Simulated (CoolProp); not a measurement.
Vapour-liquid equilibrium of R1234yf (1) + R134a (2) at 8.88 bar; x and y are mole fractions of (1).

Model: multi-fluid Helmholtz-energy mixture model, Lemmon 2022 and Tillner-Roth 1994; pair parameters Bell 2022, in CoolProp.

Task: Give the bubble temperature and the first vapour's composition at x = 0.05, 0.5, 0.95. Is there an azeotrope?

Result: x = 0.05: 307.8 K, y = 0.057; x = 0.5: 306.2 K, y = 0.502; x = 0.95: 307.5 K, y = 0.944. y crosses x between x = 0.5 and 0.65: the model has an azeotrope there.

Pair parameters are fitted to limited data, so mixtures are less certain than the pure fluids.
